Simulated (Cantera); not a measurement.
What does this Cantera script print?

```python
import numpy as np
import cantera as ct

gas = ct.Solution("gri30.yaml")
gas.TPX = 550, 13000, {'CO': 1, 'H2': 0.61, 'O2': 0.671, 'N2': 1.95}
flame = ct.FreeFlame(gas, width=0.17)
flame.set_refine_criteria(ratio=3, slope=0.08, curve=0.16)
flame.transport_model = "mixture-averaged"
flame.solve(loglevel=0, auto=True)
z, T = flame.grid, flame.T
thick = (T[-1] - T[0]) / np.gradient(T, z).max()
show = ['CO', 'H2', 'O2', 'NO', 'H2O', 'H']
print(f"laminar burning velocity  {flame.velocity[0] * 100:.3f} cm/s")
print(f"burnt temperature         {T[-1]:.1f} K")
print(f"thermal thickness         {thick * 1e3:.4f} mm")
print(f"grid points               {len(z)}")
z0 = z[flame.heat_release_rate.argmax()]
print(f"{'z/mm':>9s}{'T/K':>9s}{'u/(m/s)':>9s}" + "".join(f"{s:>11s}" for s in show))
rows = []
for k in (-3, -2, -1.5, -1, -0.5, -0.25, 0, 0.25, 0.5, 1, 2, 4, 8):
    zz = z0 + k * thick
    rows.append([k * thick, np.interp(zz, z, T), np.interp(zz, z, flame.velocity),
                 *(np.interp(zz, z, flame.X[gas.species_index(s)]) for s in show)])
    print(f"{rows[-1][0] * 1e3:9.3f}{rows[-1][1]:9.1f}{rows[-1][2]:9.3f}" + "".join(f"{x:11.3e}" for x in rows[-1][3:]))
```

It prints:

```
laminar burning velocity  381.105 cm/s
burnt temperature         2475.5 K
thermal thickness         7.5935 mm
grid points               165
     z/mm      T/K  u/(m/s)         CO         H2         O2         NO        H2O          H
  -22.781    550.0    3.811  2.364e-01  1.442e-01  1.586e-01  1.115e-16  5.951e-15  6.147e-18
  -15.187    550.0    3.811  2.364e-01  1.442e-01  1.586e-01  1.115e-16  1.880e-14  8.741e-15
  -11.390    550.0    3.811  2.364e-01  1.442e-01  1.586e-01  1.115e-16  1.848e-12  4.126e-12
   -7.594    550.0    3.811  2.364e-01  1.442e-01  1.586e-01  1.114e-16  1.007e-09  5.485e-09
   -3.797    552.7    3.828  2.364e-01  1.437e-01  1.585e-01  7.033e-14  7.538e-05  6.531e-05
   -1.898    670.8    4.615  2.340e-01  1.321e-01  1.550e-01  7.459e-10  5.649e-03  4.502e-03
    0.000   1096.5    7.407  2.087e-01  5.498e-02  1.109e-01  4.692e-07  6.148e-02  4.608e-02
    1.898   1407.2    9.334  1.511e-01  2.031e-02  5.579e-02  4.065e-06  9.371e-02  7.116e-02
    3.797   1544.8   10.098  1.240e-01  2.286e-02  4.360e-02  8.867e-06  8.914e-02  7.171e-02
    7.594   1681.2   10.857  1.184e-01  2.452e-02  3.918e-02  1.724e-05  9.259e-02  6.123e-02
   15.187   1829.8   11.685  1.230e-01  2.411e-02  3.752e-02  2.974e-05  1.019e-01  4.599e-02
   30.374   1992.0   12.559  1.246e-01  2.267e-02  3.487e-02  5.050e-05  1.117e-01  3.236e-02
   60.748   2158.2   13.425  1.223e-01  2.046e-02  3.103e-02  1.069e-04  1.212e-01  2.155e-02
```

Cantera simulation using GRI-Mech 3.0 (53 species, 325 reactions); the numbers are that mechanism's predictions, not measurements. Burning velocities carry a grid error of a few per cent, more on coarse grids.
